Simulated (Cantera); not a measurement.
A closed system holds: 1 mol C2H2, 1.9 mol O2, 7.9 mol H2, 0.31 mol H2O, held at 17000 Pa.

Cantera equilibrium calculation (NASA polynomials, part measured and part estimated; ideal gas, pure solids and liquids). Candidate condensed phases: C, C6H6, C7H8, C8H18, H2O; 110 gas species. Rates play no part.

Problem. At 1973 K, list the 4 most abundant gas species with their mole fractions, and the condensed phases.

Solution. H2 0.642, H2O 0.178, CO 0.168, CO2 0.0104. Condensed: gas only.
